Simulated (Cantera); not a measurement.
Premixed flame

A freely propagating, adiabatic, planar premixed flame of CH4 : C2H6 : C3H8 : O2 : N2 = 1 : 0.87 : 0.26 : 7.3 : 21.7 (molar parts), unburnt at 450 K and 5.00 bar; mixture-averaged transport, grid criteria slope 0.08 and curve 0.16, no radiation.

Detailed kinetics in Cantera: GRI-Mech 3.0 (53 species, 325 reactions). Burning velocities carry a grid error of a few per cent, more on coarse grids.

```
z (mm)   T (K)  u (m/s)     x CH4    x C2H6   x C3H8      x H2      x OH     x CH3
-------  -----  -------  --------  --------  -------  --------  --------  --------
-0.226     450    0.702    0.0321    0.0279  0.00835  0.000703     <1e-8     <1e-8
-0.151     452    0.705    0.0320    0.0279  0.00834   0.00177     <1e-8     <1e-8
-0.113     460    0.719    0.0318    0.0278  0.00832   0.00318     <1e-8     <1e-8
-0.0755    522    0.820    0.0305    0.0272  0.00822   0.00603     <1e-8   8.94e-8
-0.0377    939     1.51    0.0228    0.0197  0.00635    0.0107   1.43e-5   8.88e-5
-0.0189   1394     2.28    0.0142   0.00844  0.00257    0.0130  0.000234   0.00115
0         1833     3.03   0.00429  0.000508  8.02e-5    0.0127   0.00254   0.00148
0.0189    2036     3.36  0.000362   1.27e-6  4.59e-8   0.00909   0.00742  0.000173
0.0377    2121     3.48   1.48e-5     <1e-8    <1e-8   0.00716   0.00982   8.10e-6
0.0755    2223     3.62   3.71e-8     <1e-8    <1e-8   0.00600    0.0104   2.54e-8
0.151     2325     3.76     <1e-8     <1e-8    <1e-8   0.00445   0.00944     <1e-8
0.302     2401     3.86     <1e-8     <1e-8    <1e-8   0.00292   0.00786     <1e-8
0.604     2436     3.91     <1e-8     <1e-8    <1e-8   0.00217   0.00692     <1e-8
```
x: mole fraction of selected species; z is measured from the peak of heat release.

- laminar burning velocity = 70.1 cm/s
- thermal thickness = 0.0755 mm
- peak x(H2) = 0.0135
- peak x(OH) = 0.0105
- peak x(CH3) = 0.00188
- grid points = 154
